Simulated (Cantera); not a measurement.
A closed system holds: 1 mol CaCO₃, 2.9 mol H₂, 2.2 mol O₂, at 9.00 bar.

Method: chemical equilibrium by Gibbs-energy minimisation in Cantera with the NASA 1993 tables (ideal gas, pure condensed phases). Candidate condensed phases: C, C₆H₆, C₇H₈, C₈H₁₈, Ca, CaCO₃, CaO, Ca(OH)₂, H₂O; 115 gas species. Mutual solubility and eutectic melting of coexisting phases are not modelled. Kinetics and transport are ignored.

x: gas mole fraction; n: condensed amount in mol.

```
T (K)  x H₂O     x CO₂   x O₂      x OH      x CO      x H₂       x O  n CaCO₃(calcite)  n Ca(OH)₂(s)  n CaO(s)
-----  -----  --------  -----  --------  --------  --------  --------  ----------------  ------------  --------
898    0.794  0.000748  0.205   2.02e-8    <1e-12  1.73e-12    <1e-12             0.997       0.00273         0
998    0.790   0.00586  0.204   1.78e-7    <1e-12  4.80e-11  2.23e-11             0.979             0    0.0215
1098   0.765    0.0378  0.198   1.04e-6  3.57e-11  7.19e-10  3.52e-10             0.857             0     0.143
1198   0.655     0.175  0.169   4.08e-6   2.36e-9   6.47e-9   3.30e-9             0.224             0     0.776
1298   0.624     0.215  0.161         ?         ?         ?         ?                 0             0      1.00
1398   0.624     0.215  0.161   4.07e-5   1.69e-7   2.27e-7   1.23e-7                 0             0      1.00
1498   0.624     0.215  0.161  0.000104   8.48e-7   9.53e-7   5.28e-7                 0             0     1.000
1598   0.623     0.215  0.161  0.000235   3.47e-6   3.35e-6   1.90e-6                 0             0     1.000
1698   0.623     0.215  0.161  0.000484   1.20e-5   1.02e-5   5.86e-6                 0             0     1.000
1798   0.623     0.215  0.161  0.000919   3.60e-5   2.74e-5   1.60e-5                 0             0     1.000
1898   0.622     0.215  0.161         ?         ?         ?         ?                 0             0     1.000
1998   0.622     0.215  0.161   0.00273  0.000232  0.000147   8.80e-5                 0             0     1.000
```

Q: Complete the blanks.

A: 
- 1898, x OH: 0.00163
- 1898, x CO: 9.61e-5
- 1898, x H₂: 6.63e-5
- 1898, x O: 3.92e-5
- 1298, x OH: 1.38e-5
- 1298, x CO: 2.62e-8
- 1298, x H₂: 4.34e-8
- 1298, x O: 2.28e-8
